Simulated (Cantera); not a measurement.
# Carbon deposition, reforming and gasification: CH₄ + O₂ + CO₂

Feed: 1 mol CH₄, 0.007 mol O₂, 2.9 mol CO₂, held at 1.33 mbar.

Method: chemical equilibrium by Gibbs-energy minimisation in Cantera with the NASA 1993 tables (ideal gas, pure condensed phases). Candidate condensed phases: C, C₆H₆, C₇H₈, C₈H₁₈, H₂O; 110 gas species. The numbers say what is thermodynamically allowed, not how fast it happens.

From 1698 K to 2673 K nothing is condensed. The main C-bearing gas is CO throughout.

| T (K) | x CO | x H | x H₂O | x H₂ | x CO₂ | x O | x OH | x O₂ |
|---|---|---|---|---|---|---|---|---|
| 1698 | 0.508 | 0.00162 | 0.171 | 0.167 | 0.153 | 6.63e-7 | 8.53e-5 | 3.06e-7 |
| 1773 | 0.511 | 0.00313 | 0.175 | 0.162 | 0.149 | 3.17e-6 | 0.000210 | 1.52e-6 |
| 1848 | 0.514 | 0.00575 | 0.178 | 0.157 | 0.145 | 1.34e-5 | 0.000479 | 6.67e-6 |
| 1923 | 0.515 | 0.0101 | 0.180 | 0.152 | 0.142 | 5.06e-5 | 0.00102 | 2.60e-5 |
| 1998 | 0.516 | 0.0168 | 0.180 | 0.146 | 0.139 | 0.000173 | 0.00206 | 9.18e-5 |
| 2073 | 0.515 | 0.0269 | 0.178 | 0.140 | 0.136 | 0.000541 | 0.00391 | 0.000296 |
| 2148 | 0.512 | 0.0415 | 0.174 | 0.132 | 0.132 | 0.00156 | 0.00702 | 0.000868 |
| 2223 | 0.507 | 0.0616 | 0.164 | 0.123 | 0.126 | 0.00410 | 0.0118 | 0.00229 |
| 2298 | 0.500 | 0.0887 | 0.148 | 0.114 | 0.116 | 0.00977 | 0.0184 | 0.00528 |
| 2373 | 0.492 | 0.124 | 0.124 | 0.105 | 0.0996 | 0.0207 | 0.0260 | 0.0101 |
| 2448 | 0.480 | 0.167 | 0.0934 | 0.0938 | 0.0790 | 0.0383 | 0.0324 | 0.0157 |
| 2523 | 0.466 | 0.216 | 0.0622 | 0.0806 | 0.0575 | 0.0624 | 0.0355 | 0.0197 |
| 2598 | 0.450 | 0.266 | 0.0360 | 0.0649 | 0.0387 | 0.0903 | 0.0341 | 0.0204 |
| 2673 | 0.435 | 0.309 | 0.0182 | 0.0485 | 0.0245 | 0.118 | 0.0289 | 0.0179 |
x: gas mole fraction; nothing condenses.
